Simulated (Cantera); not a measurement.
Feed: 1 mol CuO, 1.8 mol F2, held at 723 K and 0.0248 Torr.

Equilibrium computed with Cantera from the NASA thermochemical tables; the gas is ideal and each condensed phase is pure. Candidate condensed phases: Cu, CuF2, CuO, Cu2O; 13 gas species. Kinetics and transport are ignored.

Base state: F2 0.412, O2 0.336, F 0.251 (mole fractions); condensed: CuF2(s).

Q: What changes in the equilibrium state with this change: pressure from 0.0248 Torr to 1.05 Torr?

A: 
```json
[
 {"species": "F2", "before": "0.412", "after": "0.578"},
 {"species": "O2", "before": "0.336", "after": "0.376"},
 {"species": "F", "before": "0.251", "after": "0.0457"},
 {"species": "CuF2(s), mol", "before": "1.000", "after": "1.00"}
]
```
